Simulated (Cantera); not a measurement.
Mixture: C2H4 : O2 : N2 : H2O = 1 : 6.82 : 25.6 : 2.3 (molar parts), equivalence ratio 0.44, at 330 Torr, adiabatic and at constant volume. Ignition delay is the time to a rise of 400 K.

Cantera simulation using GRI-Mech 3.0 (53 species, 325 reactions); the numbers are that mechanism's predictions, not measurements. GRI-Mech 3.0 was tuned for natural gas; its chemistry of ethylene as a main component is partial and can be far from experiment.

Q: What does this change do: H2O 2.3 to 1.6 parts?

A: 
| quantity | before | after |
|---|---|---|
| delay at 1075 K | 5.92 ms | 5.41 ms |
| delay at 1125 K | 1.39 ms | 1.31 ms |
| delay at 1175 K | 0.601 ms | 0.592 ms |
| delay at 1225 K | 0.362 ms | 0.361 ms |
| delay at 1275 K | 0.250 ms | 0.251 ms |
| delay at 1325 K | 0.185 ms | 0.187 ms |
| apparent activation energy between 1225 and 1325 K | 90 kJ/mol | 89 kJ/mol |
